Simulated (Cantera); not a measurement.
A perfectly stirred reactor is fed with CH3OH : O2 : N2 : H2O = 1 : 1.5 : 5.64 : 0.24 (molar parts), equivalence ratio 1.0, at 101000 Pa; it is adiabatic with a 575 K inlet, and is followed from long to short residence time, starting on the burning branch (τ in s: 0.033, 0.014, 0.0056, 0.0023, 0.00093, 0.00038, 0.00016, 6.4e-05, 2.6e-05, 1.1e-05).

Computed with Cantera and GRI-Mech 3.0 (53 species, 325 reactions). GRI-Mech 3.0 was tuned for natural gas; its chemistry of methanol as a main component is partial and can be far from experiment.

x: mole fraction; the columns are a selection and need not sum to one.

```tsv
τ (s)	T (K)	x CH3OH	x O2	x H2O	x NO	x HCO	x C2H
0.033	2280	1.76e-6	0.00987	0.237	0.000981	?	<1e-12
0.014	2250	3.50e-6	0.0116	0.235	0.000552	?	<1e-12
0.0056	2201	6.91e-6	0.0141	0.231	0.000273	?	<1e-12
0.0023	2140	1.32e-5	0.0170	0.226	0.000136	?	2.27e-12
0.00093	2068	2.61e-5	0.0201	0.220	7.24e-5	?	9.51e-12
0.00038	1995	5.47e-5	0.0235	0.215	4.32e-5	?	4.54e-11
0.00016	1926	0.000124	0.0276	0.211	2.65e-5	?	2.13e-10
6.4e-5	1838	0.000381	0.0357	0.208	1.25e-5	?	1.03e-9
2.6e-5	575	0.119	0.179	0.0286	<1e-12	<1e-12	<1e-12
1.1e-5	575	0.119	0.179	0.0286	<1e-12	<1e-12	<1e-12
```

Some entries are withheld; supply them.


- 0.033, x HCO: 1.07e-7
- 0.014, x HCO: 2.51e-7
- 0.0056, x HCO: 6.28e-7
- 0.0023, x HCO: 1.52e-6
- 0.00093, x HCO: 3.67e-6
- 0.00038, x HCO: 8.72e-6
- 0.00016, x HCO: 2.04e-5
- 6.4e-5, x HCO: 5.42e-5
